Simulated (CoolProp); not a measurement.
Vapour-liquid equilibrium of ethane (1) + CHF3 (R23) (2) at 229 K; x and y are mole fractions of (1).

Model: multi-fluid Helmholtz-energy mixture model, Bücker 2006 and Penoncello 2003; pair parameters Bell 2016, in CoolProp.

```json
[
 {"x": "0.05", "bubble pressure (MPa)": "0.7469", "y at the bubble point": "0.204", "dew pressure at overall composition x (MPa)": "0.6346", "liquid density (mol/L)": "___"},
 {"x": "0.125", "bubble pressure (MPa)": "0.8794", "y at the bubble point": "0.346", "dew pressure at overall composition x (MPa)": "0.6855", "liquid density (mol/L)": "17.66"},
 {"x": "0.2", "bubble pressure (MPa)": "0.9502", "y at the bubble point": "0.415", "dew pressure at overall composition x (MPa)": "0.7435", "liquid density (mol/L)": "17.26"},
 {"x": "0.275", "bubble pressure (MPa)": "0.9873", "y at the bubble point": "0.454", "dew pressure at overall composition x (MPa)": "0.8094", "liquid density (mol/L)": "16.91"},
 {"x": "0.35", "bubble pressure (MPa)": "1.006", "y at the bubble point": "0.479", "dew pressure at overall composition x (MPa)": "0.8832", "liquid density (mol/L)": "16.60"},
 {"x": "0.425", "bubble pressure (MPa)": "1.016", "y at the bubble point": "0.499", "dew pressure at overall composition x (MPa)": "0.9603", "liquid density (mol/L)": "16.36"},
 {"x": "0.5", "bubble pressure (MPa)": "1.020", "y at the bubble point": "0.516", "dew pressure at overall composition x (MPa)": "1.017", "liquid density (mol/L)": "16.17"},
 {"x": "0.575", "bubble pressure (MPa)": "___", "y at the bubble point": "___", "dew pressure at overall composition x (MPa)": "1.001", "liquid density (mol/L)": "16.03"},
 {"x": "0.65", "bubble pressure (MPa)": "1.011", "y at the bubble point": "0.557", "dew pressure at overall composition x (MPa)": "0.9448", "liquid density (mol/L)": "15.95"},
 {"x": "0.725", "bubble pressure (MPa)": "___", "y at the bubble point": "0.588", "dew pressure at overall composition x (MPa)": "0.8802", "liquid density (mol/L)": "15.91"},
 {"x": "0.8", "bubble pressure (MPa)": "___", "y at the bubble point": "0.635", "dew pressure at overall composition x (MPa)": "0.8177", "liquid density (mol/L)": "15.92"},
 {"x": "0.875", "bubble pressure (MPa)": "0.8940", "y at the bubble point": "0.709", "dew pressure at overall composition x (MPa)": "0.7602", "liquid density (mol/L)": "15.95"},
 {"x": "0.95", "bubble pressure (MPa)": "0.7856", "y at the bubble point": "0.841", "dew pressure at overall composition x (MPa)": "0.7084", "liquid density (mol/L)": "16.01"}
]
```

### Question
Fill in the missing entries.

### Answer

- 0.05, liquid density (mol/L): 18.10
- 0.575, bubble pressure (MPa): 1.019
- 0.575, y at the bubble point: 0.534
- 0.725, bubble pressure (MPa): 0.9929
- 0.8, bubble pressure (MPa): 0.9576

y crosses x between x = 0.5 and 0.575: the model has an azeotrope there.

Pair parameters are fitted to limited data, so mixtures are less certain than the pure fluids. With so large a gap from Raoult's law the liquid may split in two, which this calculation doesn't test in full.
